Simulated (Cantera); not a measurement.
Gas mixture: 78.2 % O2, 21.8 % H2O, at 2.03 Torr, frozen composition.

Cantera's kinetic-theory transport with the Lennard-Jones parameters of GRI-Mech 3.0, ideal gas; thermal conductivity in the mixture-averaged form. Polar gases are described roughly by these parameters.

D: mixture-averaged diffusion coefficient of that species in the mixture.

```json
[
 {"T (K)": "400", "ρ (kg/m³)": "0.00235", "cp (J/kg/K)": "1072", "μ (µPa s)": "23.1", "λ (mW/m/K)": "[?]", "Pr": "0.719", "D (cm²/s) NO": "131", "D (cm²/s) H2": "505", "D (cm²/s) CO2": "101"},
 {"T (K)": "650", "ρ (kg/m³)": "0.00145", "cp (J/kg/K)": "1158", "μ (µPa s)": "33.6", "λ (mW/m/K)": "[?]", "Pr": "0.711", "D (cm²/s) NO": "304", "D (cm²/s) H2": "1150", "D (cm²/s) CO2": "241"},
 {"T (K)": "900", "ρ (kg/m³)": "0.00104", "cp (J/kg/K)": "1229", "μ (µPa s)": "42.6", "λ (mW/m/K)": "[?]", "Pr": "0.707", "D (cm²/s) NO": "529", "D (cm²/s) H2": "1980", "D (cm²/s) CO2": "425"},
 {"T (K)": "1150", "ρ (kg/m³)": "0.000817", "cp (J/kg/K)": "1284", "μ (µPa s)": "50.7", "λ (mW/m/K)": "[?]", "Pr": "0.704", "D (cm²/s) NO": "798", "D (cm²/s) H2": "2980", "D (cm²/s) CO2": "646"},
 {"T (K)": "1400", "ρ (kg/m³)": "0.000671", "cp (J/kg/K)": "1329", "μ (µPa s)": "58.2", "λ (mW/m/K)": "[?]", "Pr": "0.702", "D (cm²/s) NO": "1110", "D (cm²/s) H2": "4130", "D (cm²/s) CO2": "902"},
 {"T (K)": "1650", "ρ (kg/m³)": "0.000570", "cp (J/kg/K)": "1366", "μ (µPa s)": "65.2", "λ (mW/m/K)": "[?]", "Pr": "0.700", "D (cm²/s) NO": "1460", "D (cm²/s) H2": "5420", "D (cm²/s) CO2": "1190"}
]
```

Question: What belongs in the gaps?

Answer: 
- 400, λ (mW/m/K): 34.5
- 650, λ (mW/m/K): 54.6
- 900, λ (mW/m/K): 74.0
- 1150, λ (mW/m/K): 92.5
- 1400, λ (mW/m/K): 110
- 1650, λ (mW/m/K): 127
